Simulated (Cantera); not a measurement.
A closed system holds: 1 mol Zr, 0.14 mol N₂, 10 mol H₂, 26 mol H₂O, equilibrated at 1400 K and 1 atm.

These are equilibrium values from Cantera (NASA tables, ideal gas, pure condensed phases), not measurements of a reactor. Candidate condensed phases: H₂O, Zr, ZrN, ZrO₂; 28 gas species. Rates play no part.

Base state: H₂O 0.664, H₂ 0.332, N₂ 0.00387 (mole fractions); condensed: ZrO₂(monoclinic).

Q: What changes in the equilibrium state with this change: temperature from 1400 K to 2650 K?

A: 
| species | before | after |
|---|---|---|
| H₂O | 0.664 | 0.636 |
| H₂ | 0.332 | 0.320 |
| H | 2.78e-6 | 0.0263 |
| OH | 1.11e-7 | 0.0127 |
| O | <1e-9 | 0.000673 |
| O₂ | <1e-9 | 0.000542 |
| NO | <1e-9 | 0.000103 |
| N₂ | 0.00387 | 0.00374 |
| ZrO₂(monoclinic), mol | 1.00 | 0 |
| ZrO₂(s), mol | 0 | 1.000 |
